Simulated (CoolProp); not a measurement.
500 sccm (0 °C, 1 atm) of nitrogen bubbles through liquid m-xylene at 343.9 K and leaves saturated at a total pressure of 0.15 MPa (ideal gas phase). Each further row changes one setting.

Computed with CoolProp (reference Helmholtz-energy equation of state, Zhou 2012).

```
case                      vapour pressure (kPa)  mole fraction of vapour  delivery (mg/min)  delivery (sccm)  change of delivery for a bath 1 K warmer (%)
------------------------  ---------------------  -----------------------  -----------------  ---------------  --------------------------------------------
as stated                                  10.4                   0.0696                177             37.4                                           4.5
bath temperature 348.9 K                    [?]                      [?]                221              [?]                                           [?]
total pressure 0.3 MPa                     10.4                      [?]               85.4              [?]                                           4.3
```

**Question.** Fill in the missing entries.

**Answer.** 
- bath temperature 348.9 K, vapour pressure (kPa): 12.8
- bath temperature 348.9 K, mole fraction of vapour: 0.0853
- bath temperature 348.9 K, delivery (sccm): 46.6
- bath temperature 348.9 K, change of delivery for a bath 1 K warmer (%): 4.4
- total pressure 0.3 MPa, mole fraction of vapour: 0.0348
- total pressure 0.3 MPa, delivery (sccm): 18.0
